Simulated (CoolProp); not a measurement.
Vapour-liquid equilibrium of p-xylene (1) + n-decane (2) at 0.00288 MPa; x and y are mole fractions of (1).

The numbers come from the multi-fluid Helmholtz-energy mixture model, Zhou 2012 and Lemmon 2006; pair parameters Bell 2016 in CoolProp.

```csv
x,"bubble temperature, mixture model (K)","bubble temperature, Raoult's law (K)","y, mixture model","y, Raoult's law"
0.05,342.2,342.7,0.202,0.179
0.2,334.0,335.3,0.552,0.525
0.35,328.4,329.7,0.727,0.714
0.5,324.2,325.1,0.829,0.829
0.65,320.8,321.4,0.898,0.903
0.8,318.0,318.3,0.948,0.954
0.95,315.5,315.6,0.988,0.990
```

The largest gap from Raoult's law is -1.3 K in bubble temperature, at x = 0.2. No azeotrope shows between x = 0.05 and 0.95.

The pair parameters rest on a limited set of measurements; away from them the model extrapolates.
